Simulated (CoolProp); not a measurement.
Properties of normal hydrogen along the isotherm 35.9 K (Tc = 33.1 K, pc = 1296 kPa, ω = -0.219).

Values from CoolProp's reference Helmholtz-energy equation of state, Leachman 2009.

| p (kPa) | phase | speed of sound (m/s) | isothermal compressibility (1/MPa) | expansivity (1/kK) | viscosity (µPa s) |
|---|---|---|---|---|---|
| 41 | gas | 495.2 | 24.60 | 28.49 | 1.80 |
| 93.3 | gas | 493.1 | 10.93 | 29.34 | 1.80 |
| 212 | gas | 488.4 | 4.942 | 31.46 | 1.82 |
| 483 | gas | 477.1 | 2.334 | 37.63 | 1.86 |
| 1100 | gas | 449.2 | 1.353 | 68.38 | 2.05 |
| 2500 | supercritical | 656.3 | 0.2224 | 82.09 | 5.25 |
| 5700 | supercritical | 1009 | 0.03732 | 22.93 | 8.08 |
| 13000 | supercritical | 1338 | 0.01369 | 11.38 | 11.7 |

Viscosity comes from a separate model (Muzny 2013).
